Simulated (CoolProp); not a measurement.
Computed with CoolProp (reference Helmholtz-energy equation of state, Thol 2016).

**Question.** Give the vapour pressure (MPa), vapour density (kg/m³), enthalpy of vaporisation (kJ/kg), liquid cp (kJ/(kg K)) of saturated hexamethyldisiloxane (MM) at 165.05, 177.75 °C.

**Answer.** 
```csv
T (°C),p (MPa),vapour density (kg/m³),enthalpy of vaporisation (kJ/kg),liquid cp (kJ/(kg K))
165.05,0.480,26.5,153,2.35
177.75,0.615,34.6,143,2.41
```
